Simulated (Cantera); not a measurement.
Input: 1 mol BaF₂, 0.39 mol H₂O, 1.2 mol H₂, 1.1 mol O₂, at 87.0 Pa.

These are equilibrium values from Cantera (NASA tables, ideal gas, pure condensed phases), not measurements of a reactor. Candidate condensed phases: Ba, BaF₂, BaO, Ba(OH)₂, H₂O; 27 gas species. Kinetics and transport are ignored. All values below are at 1500 °C.

Base state: H₂O 0.466, BaF₂ 0.284, O₂ 0.160, HF 0.0758, OH 0.00686, Ba(OH)₂ 0.00332, H₂ 0.00165, O 0.00127 (mole fractions); condensed: BaO(s).

Task: What changes in the equilibrium state with this change: BaF₂ replaced by MgF₂?

Result: 
```json
[
 {"species": "HF", "before": "0.0758", "after": "0.624"},
 {"species": "H₂O", "before": "0.466", "after": "0.198"},
 {"species": "O₂", "before": "0.160", "after": "0.160"},
 {"species": "BaF₂", "before": "0.284", "after": "0"},
 {"species": "MgF₂", "before": "0", "after": "0.0109"},
 {"species": "Ba(OH)₂", "before": "0.00332", "after": "0"},
 {"species": "BaF", "before": "0.00122", "after": "0"},
 {"species": "BaOH", "before": "7.68e-5", "after": "0"},
 {"species": "MgF", "before": "0", "after": "2.70e-5"},
 {"species": "BaO(s), mol", "before": "0.105", "after": "0"},
 {"species": "MgO(s), mol", "before": "0", "after": "0.966"}
]
```
Further candidate phases: Mg, MgF₂, MgO, Mg(OH)₂.
